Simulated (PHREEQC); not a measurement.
Make-up at 25 °C: 0.038 mol/kgw CuSO4, 0.0001 mol/kgw HNO3 and 9.2e-05 mol/kgw KCl. Closed to the air; pH follows from the charge balance.

Computed with PHREEQC (ion-association model, phreeqc.dat).

**Question.** The ionic strength comes out as 0.0890 mol/kgw. What activity coefficients do H+, CuCl+, KSO4-, NO3-, SO4-2 get?

**Answer.** H+ 0.83, CuCl+ 0.78, KSO4- 0.80, NO3- 0.76, SO4-2 0.39.

No solid was allowed to form.
